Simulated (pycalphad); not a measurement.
# Effect of Fe content in Al-Fe-Si

CALPHAD calculation (pycalphad, COST 507 light-alloy database (1999)), 1 atm. These are 1990s assessments: newer ones move some temperatures and phases. Phase fractions are per mole of atoms.

| alloy | liquidus (K) | first solid | solidus (K) | phases at 850 K |
|---|---|---|---|---|
| Al-1.08Fe-0.64Si (at.%) | 943 | AL13FE4 | 905 | fcc 0.94, ALFESI_ALPHA 0.06 |
| Al-4.32Fe-0.64Si (at.%) | 1131 | AL13FE4 | 905 | fcc 0.81, AL13FE4 0.13, ALFESI_ALPHA 0.06 |
| Al-6.48Fe-0.64Si (at.%) | 1205 | AL13FE4 | 905 | fcc 0.71, AL13FE4 0.22, ALFESI_ALPHA 0.06 |
| Al-17.28Fe-0.64Si (at.%) | 1391 | AL13FE4 | 905 | AL13FE4 0.68, fcc 0.26, ALFESI_ALPHA 0.06 |

Database names, with the compositions (at.%) that they take in these runs: AL13FE4: Al 75 Fe 24; ALFESI_ALPHA: Al 71-74 Fe 19 Si 7-10.
